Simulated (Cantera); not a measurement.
# Equilibrium for hydrogen reduction and annealing atmospheres: FeS + H2 + H2O

Charge: 1 mol FeS, 560 mol H2, 0.68 mol H2O, at 2073 K and 2.80 bar.

Method: chemical equilibrium by Gibbs-energy minimisation in Cantera with the NASA 1993 tables (ideal gas, pure condensed phases). Candidate condensed phases: Fe, FeO, Fe(OH)2, Fe(OH)3, FeS, FeSO4, FeS2, Fe2O3, Fe2(SO4)3, Fe3O4, H2O, H2SO4, S; 22 gas species. Equilibrium is a limit: real reactors are often held back by kinetics, nucleation or transport.

| Item | Value |
|---|---|
| x(H2) | 0.995 |
| x(H2S) | 0.00160 |
| x(H) | 0.00157 |
| x(H2O) | 0.00121 |
| x(Fe) | 0.000287 |
| x(SH) | 0.000165 |
| x(S) | 5.95e-6 |
| x(S2) | 3.90e-6 |
| n(Fe(l)) | 0.839 mol |
| gas amount | 561.3 mol |
| log10 activity of S(l) (absent) | -4.10 |
